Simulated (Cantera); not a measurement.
## Reactions in the system Ca-O-S

Source: NASA polynomial tables (part measured, part estimated), evaluated in Cantera. Values are per mole of reaction as written; species without (g) are pure solids or liquids, kept so even where they would boil at 1 bar.

SO2(g) + Ca(g) ⇌ CaS + O2(g)

```json
[
 {"T (K)": "1950", "ΔH° (kJ)": "-330.1", "ΔS° (J/K)": "-114.2", "ΔG° (kJ)": "-107.5", "log10 K": "2.88"},
 {"T (K)": "2000", "ΔH° (kJ)": "-329.3", "ΔS° (J/K)": "-113.7", "ΔG° (kJ)": "-101.8", "log10 K": "2.66"},
 {"T (K)": "2050", "ΔH° (kJ)": "-328.5", "ΔS° (J/K)": "-113.3", "ΔG° (kJ)": "-96.2", "log10 K": "2.45"},
 {"T (K)": "2100", "ΔH° (kJ)": "-327.6", "ΔS° (J/K)": "-112.9", "ΔG° (kJ)": "-90.5", "log10 K": "2.25"},
 {"T (K)": "2150", "ΔH° (kJ)": "-326.8", "ΔS° (J/K)": "-112.5", "ΔG° (kJ)": "-84.9", "log10 K": "2.06"},
 {"T (K)": "2200", "ΔH° (kJ)": "-325.9", "ΔS° (J/K)": "-112.1", "ΔG° (kJ)": "-79.3", "log10 K": "1.88"}
]
```

3 O(g) + CaS ⇌ SO3(g) + Ca

| T (K) | ΔH° (kJ) | ΔS° (J/K) | ΔG° (kJ) | log10 K |
|---|---|---|---|---|
| 1950 | -675.3 | -258.5 | -171.2 | 4.58 |
| 2000 | -675.3 | -258.5 | -158.2 | 4.13 |
| 2050 | -675.4 | -258.6 | -145.3 | 3.70 |
| 2100 | -675.4 | -258.6 | -132.4 | 3.29 |
| 2150 | -675.5 | -258.6 | -119.4 | 2.90 |
| 2200 | -675.6 | -258.7 | -106.5 | 2.53 |
